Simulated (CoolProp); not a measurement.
Vapour pressure (MPa) of R13: the reference equation beside estimates from Tc = 303.0 K, pc = 3.973 MPa, ω = 0.175.

The numbers come from the reference Helmholtz-energy equation of state, Platzer 1990 in CoolProp. This equation is an older, rougher fit; its heat capacities, sound speeds and derivatives of the liquid may be far off and weren't checked against measurements.

```csv
T (K),reference,Lee-Kesler,van der Waals,Redlich-Kwong,Peng-Robinson
144.8,0.003157,0.002938,0.08066,0.004673,[?]
151.3,0.005931,0.005546,0.1093,0.008789,0.006056
157.8,0.01049,0.009875,0.1446,0.01548,0.01061
164.3,0.01761,0.01670,0.1873,0.02577,0.01770
170.8,0.02826,0.02701,[?],0.04085,0.02825
177.3,0.04359,0.04197,0.2979,0.06211,0.04339
183.9,[?],0.06332,0.3683,0.09154,0.06481
190.4,0.09428,[?],0.4480,0.1299,0.09336
196.9,0.1324,0.1299,0.5385,0.1792,0.1310
203.4,0.1816,0.1790,0.6404,0.2411,0.1794
209.9,0.2437,0.2411,0.7544,0.3175,0.2406
216.4,0.3206,0.3182,0.8809,0.4100,0.3167
```

Task: Fill in the missing entries.

Result: 
- 144.8, Peng-Robinson: 0.003264
- 170.8, van der Waals: 0.2382
- 183.9, reference: 0.06531
- 190.4, Lee-Kesler: 0.09199

Absolute difference from the reference over all 12 rows, mean and median: Lee-Kesler 3.6 and 3.4 %, van der Waals 795.7 and 523.7 %, Redlich-Kwong 40.1 and 41.3 %, Peng-Robinson 1.2 and 1.1 %.
